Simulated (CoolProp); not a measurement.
Dry air along the isotherm -198.25 °C: Z from the reference equation and from simpler models built on Tc = -140.6 °C, pc = 37.86 bar, ω = 0.034; each cubic takes its own stable root.

Model: reference Helmholtz-energy equation of state, Lemmon 2000, in CoolProp. It is a pseudo-pure fit of the blend.

| p (bar) | phase | reference |
|---|---|---|
| 4.37 | liquid | 0.02274 |
| 8.74 | liquid | 0.04542 |
| 13.1 | liquid | 0.06801 |
| 17.5 | liquid | 0.09076 |
| 21.8 | liquid | 0.1129 |
| 26.2 | liquid | 0.1356 |
| 30.6 | liquid | 0.1582 |
| 34.9 | liquid | 0.1803 |
| 39.3 | liquid | 0.2028 |
| 43.7 | liquid | 0.2253 |
| 48.1 | liquid | 0.2477 |
| 52.4 | liquid | 0.2696 |
| 56.8 | liquid | 0.2920 |

Question: How far does each simpler model (Redlich-Kwong, Peng-Robinson) lie from the reference over these 13 states: mean and median of the absolute difference, and the worst?

Answer: 
- Redlich-Kwong: mean 3.7 %, median 3.7 %, worst -3.8 % at -198.25 °C and 56.8 bar
- Peng-Robinson: mean 13.7 %, median 13.7 %, worst -13.7 % at -198.25 °C and 21.8 bar
